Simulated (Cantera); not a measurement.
Charge: 1 mol HBr, 4.1 mol O2, equilibrated at 2925 K and 56.0 Pa.

Method: chemical equilibrium by Gibbs-energy minimisation in Cantera with the NASA 1993 tables (ideal gas, pure condensed phases). Candidate condensed phases: Br2, H2O; 12 gas species. Kinetics and transport are ignored.

Base state: O 0.753, Br 0.103, H 0.0975, O2 0.0420, OH 0.00428, H2 0.000342, HBr 5.72e-5, H2O 4.80e-5 (mole fractions); condensed: gas only.

Problem. What changes in the equilibrium state with this change: O2 from 4.1 to 0.73 mol?

Solution. 
```csv
species,before,after
O,0.753,0.401
Br,0.103,0.295
H,0.0975,0.282
O2,0.0420,0.0119
H2,0.000342,0.00287
HBr,5.72e-5,0.000476
```
